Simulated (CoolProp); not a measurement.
Vapour pressure (MPa) of CH3F (R41): the reference equation beside estimates from Tc = 317.3 K, pc = 5.906 MPa, ω = 0.200. Clausius-Clapeyron is anchored at 228.2 K with a constant enthalpy of vaporisation of 14.82 kJ/mol.

Model: reference Helmholtz-energy equation of state, Lemmon 2006, in CoolProp. It is a short technical equation, of lower accuracy than the large ones.

```tsv
T (K)	reference	Lee-Kesler	Clausius-Clapeyron	Redlich-Kwong	Soave-Redlich-Kwong	Peng-Robinson
228.2	0.4756	0.4782	0.4756	0.6466	0.4781	0.4754
234.1	0.5949	0.6006	0.5791	0.7931	0.6009	0.5962
240.1	0.7382	0.7475	0.7005	0.9648	0.7487	0.7416
246	0.9030	0.9163	0.8371	1.158	0.9191	0.9092
252	1.097	1.115	0.9947	1.380	1.120	1.107
257.9	1.318	1.340	1.169	1.625	1.348	1.332
263.9	1.574	1.600	1.368	1.904	1.614	1.594
269.8	1.861	1.890	1.586	2.208	1.910	1.886
275.8	2.191	2.224	1.831	2.549	2.250	2.223
281.7	2.557	2.592	2.097	2.918	2.625	2.596
287.7	2.975	3.011	2.393	3.328	3.051	3.020
293.6	3.435	3.472	2.710	3.766	3.516	3.486
299.6	3.958	3.994	3.060	4.250	4.040	4.012
305.5	4.533	4.565	3.433	4.763	4.607	4.584
```

Absolute difference from the reference over all 14 rows, mean and median: Lee-Kesler 1.3 and 1.3 %, Clausius-Clapeyron 13.3 and 13.9 %, Redlich-Kwong 20.1 and 19.8 %, Soave-Redlich-Kwong 2.0 and 2.2 %, Peng-Robinson 1.0 and 1.2 %.
